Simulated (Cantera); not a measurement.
Feed: 1 mol Si, 23 mol HCl, 11 mol H₂, held at 798 K and 0.133 bar.

Equilibrium computed with Cantera from the NASA thermochemical tables; the gas is ideal and each condensed phase is pure. Candidate condensed phases: Si; 19 gas species. Equilibrium is a limit: real reactors are often held back by kinetics, nucleation or transport.

Question: What is the equilibrium state?

Answer: 
```json
{
 "x(HCl)": "0.576",
 "x(H₂)": "0.394",
 "x(SiCl₄)": "0.0303",
 "x(SiHCl₃)": "1.82e-5",
 "gas_amount": "33.00 mol",
 "log10 activity of Si(s) (absent)": "-10.91"
}
```
